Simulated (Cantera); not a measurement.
Mixture: 8.90 % CH4, 19.1 % O2, 72.0 % N2, equivalence ratio 0.93, at 56000 Pa, adiabatic and at constant pressure. Ignition delay is the time to a rise of 400 K.

Detailed kinetics in Cantera: GRI-Mech 3.0 (53 species, 325 reactions).

Problem. Predict: delay at 1250 K; delay at 1325 K; delay at 1400 K; delay at 1475 K; delay at 1550 K; delay at 1625 K; apparent activation energy between 1475 and 1625 K.

Solution. 
```json
{
 "delay at 1250 K": "34.8 ms",
 "delay at 1325 K": "12.8 ms",
 "delay at 1400 K": "5.14 ms",
 "delay at 1475 K": "2.28 ms",
 "delay at 1550 K": "1.12 ms",
 "delay at 1625 K": "0.607 ms",
 "apparent activation energy between 1475 and 1625 K": "180 kJ/mol"
}
```
